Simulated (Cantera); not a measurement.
Charge: 1 mol CS2, 4.5 mol O2, 0.78 mol H2, held at 1800 K and 0.00120 bar.

Cantera equilibrium calculation (NASA polynomials, part measured and part estimated; ideal gas, pure solids and liquids). Candidate condensed phases: C, C6H6, C7H8, C8H18, H2O, H2SO4, S; 123 gas species. Kinetics and transport are ignored.

Base state: SO2 0.407, O2 0.226, CO2 0.201, H2O 0.156, OH 0.00471, CO 0.00251, O 0.00167, H2 0.000510 (mole fractions); condensed: gas only.

Problem. What changes in the equilibrium state with this change: 0.91 mol H2S added?

Solution. 
| species | before | after |
|---|---|---|
| SO2 | 0.407 | 0.501 |
| H2O | 0.156 | 0.274 |
| CO2 | 0.201 | 0.131 |
| O2 | 0.226 | 0.000274 |
| H2 | 0.000510 | 0.0257 |
| SO | 0.000490 | 0.0173 |
| CO | 0.00251 | 0.0471 |
| S2 | <1e-9 | 0.000121 |
| H2S | <1e-9 | 1.06e-5 |
| SH | 1.07e-8 | 7.68e-5 |
